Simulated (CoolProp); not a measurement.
The fluoroketone C6F12O (FK-5-1-12) along the isobar 2.8 MPa: fugacity coefficient from the reference equation and from simpler models built on Tc = 441.8 K, pc = 1.869 MPa, ω = 0.471; each cubic takes its own stable root.

The numbers come from the reference Helmholtz-energy equation of state, McLinden 2015 in CoolProp.

| T (K) | phase | reference | van der Waals | Redlich-Kwong | Soave-Redlich-Kwong | Peng-Robinson |
|---|---|---|---|---|---|---|
| 202.4 | liquid | 2.481e-5 | 0.01573 | 0.0005686 | 2.949e-5 | 3.407e-5 |
| 218.5 | liquid | 0.0001264 | 0.02593 | 0.001753 | (withheld) | 0.0001557 |
| 234.6 | liquid | 0.0004880 | (withheld) | 0.004437 | 0.0005233 | (withheld) |
| 250.7 | liquid | 0.001514 | 0.05775 | 0.009638 | 0.001585 | 0.001642 |
| 266.8 | liquid | 0.003946 | 0.07990 | 0.01854 | 0.004076 | 0.004133 |
| 282.9 | liquid | 0.008927 | 0.1063 | 0.03235 | 0.009165 | 0.009140 |
| 299 | liquid | 0.01798 | 0.1369 | 0.05214 | 0.01844 | 0.01815 |
| 315.1 | liquid | 0.03290 | 0.1714 | 0.07868 | 0.03378 | 0.03293 |
| 331.2 | liquid | 0.05553 | 0.2095 | 0.1124 | 0.05718 | 0.05534 |
| 347.3 | liquid | 0.08750 | 0.2508 | 0.1533 | 0.09044 | 0.08708 |
| 363.4 | liquid | 0.1300 | 0.2947 | 0.2011 | 0.1349 | 0.1294 |
| 379.5 | liquid | 0.1837 | 0.3408 | 0.2549 | 0.1911 | 0.1829 |
| 395.6 | liquid | (withheld) | 0.3884 | 0.3136 | 0.2587 | 0.2473 |

### Question
What belongs in the gaps?

### Answer

- 218.5, Soave-Redlich-Kwong: 0.0001411
- 234.6, van der Waals: 0.03982
- 234.6, Peng-Robinson: 0.0005574
- 395.6, reference: 0.2482
